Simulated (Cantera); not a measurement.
Cantera run:

```python
import numpy as np
import cantera as ct

gas_names = """
    Fe FeO O O2 O3 S SO SO2 SO3 S2 S2O S8
""".split()
cond_names = """
    Fe(a) Fe(c) Fe(d) Fe(L) FeO(s) FeO(L) FeS(a) FeS(b) FeS(c) FeS(L) FeSO4(s) FeS2(s) Fe2O3(s)
    Fe2S3O12(s) Fe3O4(s) S(cr1) S(cr2) S(L)
""".split()


# ... load() reads the species with a 1 bar reference pressure and builds the phases ...
atoms = {
    'FeS2': {'Fe': 1, 'S': 2},
    'SO2': {'S': 1, 'O': 2},
    'O2': {'O': 2},
}
top_T = {'FeSO4(s)': 950, 'FeS2(s)': 1010, 'Fe2O3(s)': 1830, 'Fe2S3O12(s)': 1100, 'Fe3O4(s)': 1870}  # K; cautious upper limits of use, not melting points


# ... equilibrate(T, P, feed) seeds the gas with the atoms and calls Mixture.equilibrate('TP', solver="vcs", rtol=1e-11, max_steps=5000) ...
results = []
feed = {'FeS2': 1, 'SO2': 2.7, 'O2': 2.4}  # mol
P = 870000  # Pa
for T in [948, 998, 1048, 1098, 1148, 1198, 1248, 1298, 1348, 1398, 1448, 1498, 1548, 1598]:
    mix = equilibrate(T, P, feed)
    results.append((T, P, feed, dict(zip(mix.species_names, mix.species_moles))))

top = {s: max(r[3][s] / sum(r[3][g] for g in gas_names) for r in results) for s in gas_names}
cols = sorted((s for s in top if top[s] > 0.0001), key=lambda s: -top[s])[:8]
seen = [c for c in cond_names if any(r[3].get(c, 0) > 1e-12 for r in results)]
print("log10 of partial pressures in bar; condensed amounts in mol")
print(f"{'T/K':>10s}" + "".join(f"{s[:9]:>10s}" for s in cols + seen))
for T, P, feed, n in results:
    ng = sum(n[g] for g in gas_names)
    print(f"{T:10.4g}" + "".join(f"{np.log10(max(n[s] / ng * P / 1e5, 1e-99)):10.3f}" for s in cols)
          + "".join(f"{n.get(c, 0):10.4g}" for c in seen))
```

It prints:

```
log10 of partial pressures in bar; condensed amounts in mol
       T/K       SO2        S2       S2O        SO    FeS(c)   FeS2(s)  Fe3O4(s)
       948     0.933    -1.029    -1.529    -4.320         0   0.05487     0.315
       998     0.931    -0.870    -1.421    -3.946   0.05746         0    0.3142
      1048     0.929    -0.773    -1.359    -3.619   0.03333         0    0.3222
      1098     0.926    -0.684    -1.303    -3.322  0.006382         0    0.3312
      1148     0.926    -0.665    -1.296    -3.066         0         0    0.3333
      1198     0.926    -0.664    -1.303    -2.835         0         0    0.3333
      1248     0.926    -0.664    -1.309    -2.622         0         0    0.3333
      1298     0.926    -0.663    -1.315    -2.426         0         0    0.3333
      1348     0.926    -0.663    -1.321    -2.245         0         0    0.3333
      1398     0.926    -0.664    -1.327    -2.077         0         0    0.3333
      1448     0.926    -0.665    -1.332    -1.921         0         0    0.3333
      1498     0.925    -0.666    -1.338    -1.775         0         0    0.3333
      1548     0.925    -0.669    -1.344    -1.639         0         0    0.3333
      1598     0.925    -0.672    -1.351    -1.512         0         0    0.3333
```

These are equilibrium values from Cantera (NASA tables, ideal gas, pure condensed phases), not measurements of a reactor. Mutual solubility and eutectic melting of coexisting phases are not modelled. FeS: taken at fixed stoichiometry. Gases not in the tables: S3 to S7.
